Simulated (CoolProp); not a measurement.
Vapour-liquid equilibrium of R124 (1) + R142b (2) at 305 kPa; x and y are mole fractions of (1).

The numbers come from the multi-fluid Helmholtz-energy mixture model, de Vries 1995 and Lemmon 2006; pair parameters Bell 2016 in CoolProp.

Question: Give the bubble temperature and the first vapour's composition at x = 0.575, 0.875, 0.95. Is there an azeotrope?

Answer: x = 0.575: 20.0 °C, y = 0.601; x = 0.875: 18.6 °C, y = 0.892; x = 0.95: 18.2 °C, y = 0.958. No azeotrope shows between x = 0.05 and 0.95.

The pair parameters rest on a limited set of measurements; away from them the model extrapolates.
